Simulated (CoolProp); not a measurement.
Normal hydrogen along the isotherm 35.9 K: fugacity coefficient from the reference equation and from simpler models built on Tc = 33.1 K, pc = 12.96 bar, ω = -0.219; each cubic takes its own stable root.

Values from CoolProp's reference Helmholtz-energy equation of state, Leachman 2009.

```json
[
 {"p (bar)": "0.0615", "phase": "gas", "reference": "0.9988", "van der Waals": "0.9988", "Soave-Redlich-Kwong": "0.9987"},
 {"p (bar)": "0.0928", "phase": "gas", "reference": "0.9981", "van der Waals": "0.9983", "Soave-Redlich-Kwong": "0.9980"},
 {"p (bar)": "0.14", "phase": "gas", "reference": "0.9972", "van der Waals": "0.9974", "Soave-Redlich-Kwong": "0.9970"},
 {"p (bar)": "0.211", "phase": "gas", "reference": "0.9957", "van der Waals": "0.9960", "Soave-Redlich-Kwong": "0.9954"},
 {"p (bar)": "0.318", "phase": "gas", "reference": "0.9936", "van der Waals": "0.9940", "Soave-Redlich-Kwong": "0.9931"},
 {"p (bar)": "0.48", "phase": "gas", "reference": "0.9903", "van der Waals": "0.9910", "Soave-Redlich-Kwong": "0.9896"},
 {"p (bar)": "0.725", "phase": "gas", "reference": "0.9854", "van der Waals": "0.9864", "Soave-Redlich-Kwong": "0.9844"},
 {"p (bar)": "1.09", "phase": "gas", "reference": "0.9780", "van der Waals": "0.9795", "Soave-Redlich-Kwong": "0.9765"},
 {"p (bar)": "1.65", "phase": "gas", "reference": "0.9668", "van der Waals": "0.9690", "Soave-Redlich-Kwong": "0.9646"},
 {"p (bar)": "2.49", "phase": "gas", "reference": "0.9500", "van der Waals": "0.9533", "Soave-Redlich-Kwong": "0.9467"},
 {"p (bar)": "3.75", "phase": "gas", "reference": "0.9250", "van der Waals": "0.9298", "Soave-Redlich-Kwong": "(withheld)"},
 {"p (bar)": "5.66", "phase": "gas", "reference": "(withheld)", "van der Waals": "0.8944", "Soave-Redlich-Kwong": "(withheld)"},
 {"p (bar)": "8.54", "phase": "gas", "reference": "(withheld)", "van der Waals": "(withheld)", "Soave-Redlich-Kwong": "(withheld)"},
 {"p (bar)": "12.9", "phase": "gas", "reference": "0.7462", "van der Waals": "0.7591", "Soave-Redlich-Kwong": "(withheld)"},
 {"p (bar)": "19.4", "phase": "supercritical", "reference": "0.6131", "van der Waals": "0.6287", "Soave-Redlich-Kwong": "0.6013"}
]
```

### Question
Complete the blanks.

### Answer

- 3.75, Soave-Redlich-Kwong: 0.9202
- 5.66, reference: 0.8873
- 5.66, Soave-Redlich-Kwong: 0.8806
- 8.54, reference: 0.8311
- 8.54, van der Waals: 0.8410
- 8.54, Soave-Redlich-Kwong: 0.8217
- 12.9, Soave-Redlich-Kwong: 0.7339
